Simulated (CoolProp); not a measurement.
Vapour-liquid equilibrium of R143a (1) + R152A (2) at 0.91 MPa; x and y are mole fractions of (1).

The numbers come from the multi-fluid Helmholtz-energy mixture model, Lemmon and Jacobsen 2000 and Outcalt 1996; pair parameters Bell 2016 in CoolProp.

```tsv
x	bubble temperature (°C)	y at the bubble point	dew temperature at overall composition x (°C)	liquid density (mol/L)
0.05	37.8	0.094	38.8	12.97
0.15	33.7	0.256	36.4	12.86
0.25	30.2	0.389	(withheld)	12.73
0.35	27.1	0.501	31.2	12.60
0.45	24.4	(withheld)	28.5	12.46
0.55	21.9	0.685	25.8	12.31
0.65	19.7	0.763	22.9	12.16
0.75	17.6	(withheld)	20.1	(withheld)
0.85	15.7	0.904	17.2	11.86
0.95	13.8	(withheld)	14.4	11.71
```

Q: Complete the blanks.

A: 
- 0.25, dew temperature at overall composition x (°C): 33.9
- 0.45, y at the bubble point: 0.599
- 0.75, y at the bubble point: 0.836
- 0.75, liquid density (mol/L): 12.01
- 0.95, y at the bubble point: 0.968

No azeotrope shows between x = 0.05 and 0.95.

The pair parameters rest on a limited set of measurements; away from them the model extrapolates.
